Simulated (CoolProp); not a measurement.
Vapour-liquid equilibrium of C3F8 (R218) (1) + R134a (2) at 314.5 K; x and y are mole fractions of (1).

Computed with CoolProp (multi-fluid Helmholtz-energy mixture model, Lemmon 2006 and Tillner-Roth 1994; pair parameters Bell 2016).

### Question
Give the bubble pressure and the first vapour's composition at x = 0.05, 0.275, 0.425. Is there an azeotrope?

### Answer
x = 0.05: 1155 kPa, y = 0.111; x = 0.275: 1430 kPa, y = 0.381; x = 0.425: 1514 kPa, y = 0.488. y crosses x between x = 0.575 and 0.65: the model has an azeotrope there.

The pair parameters rest on a limited set of measurements; away from them the model extrapolates.
